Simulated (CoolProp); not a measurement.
R152A along the isotherm 395.9 K: fugacity coefficient from the reference equation and from simpler models built on Tc = 386.4 K, pc = 4.517 MPa, ω = 0.275; each cubic takes its own stable root.

Model: reference Helmholtz-energy equation of state, Outcalt 1996, in CoolProp. It is a modified Benedict-Webb-Rubin equation, recast in Helmholtz form.

```json
[
 {"p (MPa)": "0.565", "phase": "gas", "reference": "0.9576", "van der Waals": "0.9651", "Redlich-Kwong": "0.9606", "Soave-Redlich-Kwong": "0.9611", "Peng-Robinson": "0.9566"},
 {"p (MPa)": "1.13", "phase": "gas", "reference": "0.9161", "van der Waals": "0.9304", "Redlich-Kwong": "0.9217", "Soave-Redlich-Kwong": "0.9227", "Peng-Robinson": "0.9142"},
 {"p (MPa)": "1.69", "phase": "gas", "reference": "…", "van der Waals": "0.8960", "Redlich-Kwong": "0.8837", "Soave-Redlich-Kwong": "0.8852", "Peng-Robinson": "0.8731"},
 {"p (MPa)": "2.26", "phase": "gas", "reference": "0.8353", "van der Waals": "0.8611", "Redlich-Kwong": "0.8454", "Soave-Redlich-Kwong": "0.8474", "Peng-Robinson": "…"},
 {"p (MPa)": "2.82", "phase": "gas", "reference": "0.7960", "van der Waals": "…", "Redlich-Kwong": "0.8081", "Soave-Redlich-Kwong": "0.8106", "Peng-Robinson": "0.7926"},
 {"p (MPa)": "3.39", "phase": "gas", "reference": "0.7565", "van der Waals": "…", "Redlich-Kwong": "0.7701", "Soave-Redlich-Kwong": "0.7732", "Peng-Robinson": "0.7529"},
 {"p (MPa)": "3.95", "phase": "gas", "reference": "0.7177", "van der Waals": "0.7553", "Redlich-Kwong": "0.7326", "Soave-Redlich-Kwong": "0.7364", "Peng-Robinson": "0.7142"},
 {"p (MPa)": "4.52", "phase": "supercritical", "reference": "…", "van der Waals": "0.7172", "Redlich-Kwong": "0.6935", "Soave-Redlich-Kwong": "0.6982", "Peng-Robinson": "0.6746"},
 {"p (MPa)": "5.08", "phase": "supercritical", "reference": "0.6365", "van der Waals": "0.6743", "Redlich-Kwong": "0.6524", "Soave-Redlich-Kwong": "0.6588", "Peng-Robinson": "…"},
 {"p (MPa)": "5.65", "phase": "supercritical", "reference": "0.5910", "van der Waals": "0.6287", "Redlich-Kwong": "0.6076", "Soave-Redlich-Kwong": "0.6159", "Peng-Robinson": "0.5917"},
 {"p (MPa)": "6.21", "phase": "supercritical", "reference": "0.5500", "van der Waals": "0.5907", "Redlich-Kwong": "0.5689", "Soave-Redlich-Kwong": "…", "Peng-Robinson": "0.5534"},
 {"p (MPa)": "6.78", "phase": "supercritical", "reference": "0.5145", "van der Waals": "0.5580", "Redlich-Kwong": "0.5353", "Soave-Redlich-Kwong": "0.5439", "Peng-Robinson": "0.5199"}
]
```

Task: Some entries are withheld; supply them.

Result: 
- 1.69, reference: 0.8757
- 2.26, Peng-Robinson: 0.8322
- 2.82, van der Waals: 0.8265
- 3.39, van der Waals: 0.7910
- 4.52, reference: 0.6777
- 5.08, Peng-Robinson: 0.6345
- 6.21, Soave-Redlich-Kwong: 0.5775
